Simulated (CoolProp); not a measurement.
Saturation properties of cyclopentane.

Model: reference Helmholtz-energy equation of state, Gedanitz 2015, in CoolProp.

| T (K) | p (MPa) | liquid density (kg/m³) | enthalpy of vaporisation (kJ/kg) | surface tension (mN/m) |
|---|---|---|---|---|
| 280.9 | 0.02044 | 757.2 | 418.4 | 24.3 |
| 293.4 | 0.03500 | 745.1 | 409.9 | 22.5 |
| 305.8 | 0.05673 | 732.8 | 401.3 | 20.8 |
| 318.3 | 0.08837 | 720.1 | 392.4 | 19.0 |
| 330.8 | 0.1325 | 707.0 | 383.0 | 17.4 |
| 343.2 | 0.1915 | 693.7 | 373.2 | 15.7 |
| 355.7 | 0.2697 | 679.7 | 362.9 | 14.1 |
| 368.2 | 0.3700 | 665.3 | 351.9 | 12.6 |
| 380.6 | 0.4951 | 650.5 | 340.3 | 11.1 |
| 393.1 | 0.6508 | 634.8 | 327.8 | 9.66 |
| 405.6 | 0.8404 | 618.3 | 314.3 | 8.28 |

It boils at 322.4 K under 1 atm.

Surface tension comes from a separate correlation (Mulero 2014).
